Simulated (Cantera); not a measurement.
An isothermal, constant-pressure homogeneous reactor starts with CH4 : H2 : H = 0.019 : 1 : 0.059 (molar parts), at 1875 K and 13300 Pa.

Cantera simulation using GRI-Mech 3.0 (53 species, 325 reactions); the numbers are that mechanism's predictions, not measurements. GRI-Mech 3.0 stops at C3 and has no aromatics, soot or wall deposition, so with more carbon than oxygen in the feed, carbon stays in small species such as C2H2 where larger ones or solid carbon would form.

Predict: x(CH4) at 1.00 s; x(H2) at 1.00 s; x(H) at 1.00 s; x(CH2) at 1.00 s; x(C2H) at 1.00 s; x(C2H2) at 1.00 s; x(C2H6) at 1.00 s.


```json
{
 "x(CH4) at 1.00 s": "0.000681 (gas-phase equilibrium 0.000413)",
 "x(H2) at 1.00 s": "0.989 (gas-phase equilibrium 0.989)",
 "x(H) at 1.00 s": "0.00180 (gas-phase equilibrium 0.00180)",
 "x(CH2) at 1.00 s": "5.34e-8 (gas-phase equilibrium 3.25e-8)",
 "x(C2H) at 1.00 s": "1.84e-7 (gas-phase equilibrium 1.87e-7)",
 "x(C2H2) at 1.00 s": "0.00853 (gas-phase equilibrium 0.00866)",
 "x(C2H6) at 1.00 s": "4.00e-9 (gas-phase equilibrium 1.89e-9)"
}
```
